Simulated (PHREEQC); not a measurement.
Consider water at 25 °C with 7.8 mmol/kgw (NH4)2SO4, 0.12 mmol/kgw NH4HSO4, 0.5 mmol/kgw Fe2(SO4)3 and 0.07 mmol/kgw NH4Cl. Closed to the air; pH follows from the charge balance.

Computed with PHREEQC (ion-association model, phreeqc.dat).

```
Property                  Result
----------------  --------------
pH                          3.39
ionic strength    0.0249 mol/kgw
total alkalinity    -2.12 meq/kg
```

```csv
species,molality,activity,log γ
NH4+,0.0150,0.0127,-0.071
SO4-2,0.00779,0.00431,-0.257
NH4SO4-,0.000821,0.000706,-0.066
FeSO4+,0.000509,0.000440,-0.064
H+,0.000467,0.000412,-0.055
FeOH+2,0.000262,0.000146,-0.256
HSO4-,0.000201,0.000173,-0.066
Fe(OH)2+,0.000135,0.000117,-0.063
Cl-,7.00e-5,5.99e-5,-0.067
Fe(SO4)2-,4.83e-5,4.15e-5,-0.066
Fe+3,2.90e-5,9.29e-6,-0.494
Fe2(OH)2+4,6.43e-6,5.71e-7,-1.051
FeHSO4+2,8.87e-7,4.84e-7,-0.263
```

This is a speciation only: nothing precipitates in the calculation. Saturation is exceeded, for instance for Fe(OH)3(a), Hematite (slow to form); the values hold only as long as no solid forms. Species that the database lacks are ignored.
